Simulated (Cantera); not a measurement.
Input: 1 mol CO2, 0.01 mol SO2, at 0.100 bar.

These are equilibrium values from Cantera (NASA tables, ideal gas, pure condensed phases), not measurements of a reactor. Candidate condensed phases: C, S; 22 gas species. Kinetics and transport are ignored.

x: gas mole fraction; nothing condenses.

```tsv
T (K)	x CO2	x CO	x O	x O2	x SO2
2400	0.730	0.171	0.00785	0.0818	0.00872
2475	0.664	0.214	0.0128	0.101	0.00837
2550	…	…	…	…	0.00797
2625	0.518	0.305	0.0306	0.138	0.00751
2700	0.443	0.351	0.0447	0.154	0.00699
2775	0.370	0.393	0.0633	0.166	0.00642
2850	0.303	0.430	0.0866	0.173	0.00580
2925	…	0.461	…	0.174	…
3000	0.191	0.485	0.148	0.170	0.00442
3075	0.147	0.502	0.184	0.160	0.00370
```

Question: What belongs in the gaps?

Answer: 
- 2550, x CO2: 0.593
- 2550, x CO: 0.259
- 2550, x O: 0.0202
- 2550, x O2: 0.120
- 2925, x CO2: 0.243
- 2925, x O: 0.115
- 2925, x SO2: 0.00513
